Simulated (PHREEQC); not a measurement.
PHREEQC input (ion-association model, wateq4f.dat):

```
SOLUTION_MASTER_SPECIES
  An  An-  0  An  62.0  # stands for a non-complexing anion
SOLUTION_SPECIES
  An- = An-
    -log_k 0
    -gamma 3.0 0
PHASES
  Fix_H+
    H+ = H+
    -log_k 0
SOLUTION 1
  temp 25
  units mmol/kgw
  pH 7 charge
  S(6) 0.018
  Ag 0.036
  Na 100
  An 100
END
SELECTED_OUTPUT 1
  -reset false
  -pH true
  -pe true
  -ionic_strength true
  -water true
  -totals Ag Na S S(-2) S(6)
  -molalities Hfo_wOH Hfo_wOH2+ Hfo_wO- Hfo_sOH Hfo_sOH2+ Hfo_sO- Hfo_wSO4- Hfo_wOHSO4-2 Hfo_sOAg Hfo_wOAg
  -saturation_indices Ag2O Ag2SO4 Mirabilite
USER_PUNCH 1
  -headings sigma psi
  10 PUNCH EDL("sigma", "Hfo"), EDL("psi", "Hfo")
PRINT
  -reset false
USE solution 1
SURFACE 1
  Hfo_wOH 4.04494e-05 600 0.018
  Hfo_sOH 1.01124e-06
EQUILIBRIUM_PHASES 1
  Fix_H+ -3 HAn 10
    -force_equality true
  O2(g) -0.68 10
END
# ... the last block is repeated for the other 16 points of pH, with NaOH or the acid as the point needs
```

Selected output (columns that matter, 17 of 17 rows; pH added in front):

```
pH	mu	Ag	Na	S	m_Hfo_wOH	m_Hfo_wOH2+	m_Hfo_wO-	m_Hfo_sOH	m_Hfo_sOH2+	m_Hfo_sO-	si_Ag2O	si_Mirabilite	sigma	psi
3	0.10127	3.6e-05	0.1	1.0361e-05	2.5787e-07	3.2552e-05	4.6796e-11	7.9476e-09	1.0033e-06	1.4423e-12	-15.684	-6.6202	0.23049	0.12948
3.38	0.10056	3.6e-05	0.1	1.0413e-05	5.9863e-07	3.2263e-05	2.5445e-10	1.8421e-08	9.9279e-07	7.8298e-12	-14.924	-6.6069	0.22693	0.12887
3.75	0.10027	3.6e-05	0.1	1.0634e-05	1.3218e-06	3.1761e-05	1.2602e-09	4.0398e-08	9.7068e-07	3.8515e-11	-14.184	-6.5932	0.22159	0.12773
4.12	0.10015	3.5999e-05	0.1	1.1102e-05	2.7633e-06	3.0782e-05	5.6828e-09	8.3238e-08	9.2724e-07	1.7118e-10	-13.444	-6.5725	0.2123	0.1256
4.5	0.10009	3.5997e-05	0.1	1.1925e-05	5.3937e-06	2.8958e-05	2.3015e-08	1.5825e-07	8.4963e-07	6.7528e-10	-12.684	-6.5406	0.19716	0.12187
4.88	0.10007	3.5989e-05	0.1	1.3098e-05	9.398e-06	2.6071e-05	7.7608e-08	2.6451e-07	7.3379e-07	2.1843e-09	-11.924	-6.4995	0.17669	0.11635
5.25	0.10006	3.5964e-05	0.1	1.4451e-05	1.4345e-05	2.2343e-05	2.1099e-07	3.791e-07	5.9048e-07	5.5758e-09	-11.184	-6.4566	0.15347	0.10929
5.62	0.10006	3.5895e-05	0.1	1.5786e-05	1.9547e-05	1.8206e-05	4.8078e-07	4.6415e-07	4.323e-07	1.1416e-08	-10.446	-6.4182	0.12887	0.10062
6	0.10005	3.5748e-05	0.1	1.6881e-05	2.4147e-05	1.4242e-05	9.3787e-07	4.6801e-07	2.7604e-07	1.8178e-08	-9.6896	-6.389	0.10346	0.089875
6.38	0.10005	3.5521e-05	0.1	1.7549e-05	2.7359e-05	1.1083e-05	1.5472e-06	3.7044e-07	1.5006e-07	2.0949e-08	-8.9351	-6.3722	0.078973	0.077048
6.75	0.10005	3.5288e-05	0.1	1.7848e-05	2.9214e-05	8.8517e-06	2.2087e-06	2.3343e-07	7.073e-08	1.7649e-08	-8.2008	-6.3648	0.057282	0.06262
7.12	0.10005	3.5098e-05	0.1	1.7955e-05	3.021e-05	7.2607e-06	2.8795e-06	1.2299e-07	2.9561e-08	1.1723e-08	-7.4655	-6.3622	0.03855	0.046684
7.5	0.10005	3.4931e-05	0.1	1.7989e-05	3.0684e-05	6.0652e-06	3.5561e-06	5.696e-08	1.1259e-08	6.6013e-09	-6.7097	-6.3614	0.022265	0.029227
7.88	0.10005	3.4704e-05	0.1	1.7997e-05	3.0771e-05	5.134e-06	4.2249e-06	2.4979e-08	4.1676e-09	3.4297e-09	-5.9554	-6.3612	0.008081	0.011103
8.25	0.10005	3.4276e-05	0.1	1.7999e-05	3.0479e-05	4.348e-06	4.8946e-06	1.0991e-08	1.5679e-09	1.765e-09	-5.2262	-6.3611	-0.0048968	-0.0067608
8.62	0.10006	3.3381e-05	0.10001	1.8e-05	2.9635e-05	3.5785e-06	5.6221e-06	4.8534e-09	5.8607e-10	9.2077e-10	-4.5094	-6.3611	-0.018265	-0.024366
9	0.10006	3.1559e-05	0.10002	1.8e-05	2.7806e-05	2.7354e-06	6.4753e-06	2.1485e-09	2.1136e-10	5.0033e-10	-3.7985	-6.361	-0.033418	-0.04158
```

The oxide is taken as insoluble; below pH 4 it would dissolve.
